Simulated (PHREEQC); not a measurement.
PHREEQC input (ion-association model, wateq4f.dat):

```
SOLUTION_MASTER_SPECIES
  An  An-  0  An  62.0  # stands for a non-complexing anion
SOLUTION_SPECIES
  An- = An-
    -log_k 0
    -gamma 3.0 0
PHASES
  Fix_H+
    H+ = H+
    -log_k 0
SOLUTION 1
  temp 25
  units mmol/kgw
  pH 7 charge
  S(6) 0.025
  Ag 0.05
  Cl 0.0068
  Cu(2) 0.0034
  Na 100
  An 100
END
SELECTED_OUTPUT 1
  -reset false
  -pH true
  -pe true
  -ionic_strength true
  -water true
  -totals Ag Cl Cu Na S Cu(1) Cu(2) S(-2) S(6)
  -molalities Hfo_wOH Hfo_wOH2+ Hfo_wO- Hfo_sOH Hfo_sOH2+ Hfo_sO- Hfo_sOAg Hfo_wOAg Hfo_sOCu+ Hfo_wOCu+
    Hfo_wSO4- Hfo_wOHSO4-2
  -saturation_indices Cu(OH)2 Brochantite Antlerite Atacamite Cerargyrite Ag2O Ag2SO4 Halite Mirabilite Chalcanthite
USER_PUNCH 1
  -headings sigma psi
  10 PUNCH EDL("sigma", "Hfo"), EDL("psi", "Hfo")
PRINT
  -reset false
USE solution 1
SURFACE 1
  Hfo_wOH 0.00107865 600 0.48
  Hfo_sOH 2.69663e-05
EQUILIBRIUM_PHASES 1
  Fix_H+ -3 HAn 10
    -force_equality true
  O2(g) -0.68 10
END
# ... the last block is repeated for the other 12 points of pH, with NaOH or the acid as the point needs
```

Selected output (columns that matter, 13 of 13 rows; pH added in front):

```
pH	mu	Ag	Cu	Na	S	si_Cu(OH)2	si_Brochantite	si_Antlerite	si_Atacamite	si_Cerargyrite	si_Ag2O	si_Halite	si_Mirabilite	si_Chalcanthite
3	0.10179	5e-05	3.3983e-06	0.1	2.0678e-07	-8.5114	-28.029	-21.107	-15.389	0.0304	-15.405	-7.9968	-8.3211	-10.442
3.5	0.10094	4.9997e-05	3.3835e-06	0.1	2.2113e-07	-7.5122	-24.99	-19.068	-13.89	0.0309	-14.405	-7.9962	-8.279	-10.401
4	0.10064	4.9975e-05	3.2538e-06	0.1	2.8663e-07	-6.5288	-21.94	-17.001	-12.424	0.0309	-13.405	-7.996	-8.162	-10.301
4.5	0.10049	4.985e-05	2.4679e-06	0.1	4.8603e-07	-5.6487	-19.189	-15.13	-11.163	0.03	-12.407	-7.9958	-7.9312	-10.19
5	0.10037	4.9308e-05	8.8026e-07	0.1	1.0926e-06	-5.0965	-17.628	-14.121	-10.559	0.0256	-11.416	-7.9955	-7.5788	-10.286
5.5	0.10028	4.7445e-05	1.6054e-07	0.1	2.9972e-06	-4.8363	-17.148	-13.902	-10.537	0.0097	-10.45	-7.9946	-7.1402	-10.587
6	0.10021	4.2944e-05	2.7011e-08	0.1	8.21e-06	-4.615	-16.825	-13.8	-10.592	-0.0315	-9.5364	-7.9926	-6.7024	-10.928
6.5	0.10015	3.6262e-05	5.4858e-09	0.1	1.6708e-05	-4.3419	-16.425	-13.673	-10.543	-0.102	-8.6834	-7.9895	-6.3937	-11.346
7	0.10011	2.9773e-05	1.8302e-09	0.1	2.2703e-05	-4.0485	-16.118	-13.659	-10.454	-0.1847	-7.8547	-7.9866	-6.2604	-11.92
7.5	0.10007	2.4368e-05	1.6232e-09	0.1	2.4575e-05	-3.7978	-16.081	-13.873	-10.45	-0.2692	-7.0287	-7.9841	-6.2259	-12.634
8	0.10007	1.8813e-05	2.1972e-09	0.10003	2.4934e-05	-3.6162	-16.348	-14.321	-10.584	-0.3791	-6.2535	-7.9814	-6.2194	-13.447
8.5	0.1001	1.1994e-05	2.9563e-09	0.10009	2.499e-05	-3.4807	-16.805	-14.914	-10.81	-0.5715	-5.6447	-7.978	-6.218	-14.31
9	0.10014	5.7926e-06	3.9663e-09	0.10016	2.4998e-05	-3.352	-17.29	-15.528	-11.05	-0.885	-5.2774	-7.9748	-6.2173	-15.181
```

The database's constant for dissolved Cu(OH)2 is higher than later reviews accept. The oxide is taken as insoluble; below pH 4 it would dissolve.
